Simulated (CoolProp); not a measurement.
Computed with CoolProp (reference Helmholtz-energy equation of state, Lemmon 2013).

For propylene, give the phase and the speed of sound (m/s) at 221.85 °C and 101 kPa.


- 221.85 °C and 101 kPa: gas; speed of sound 327
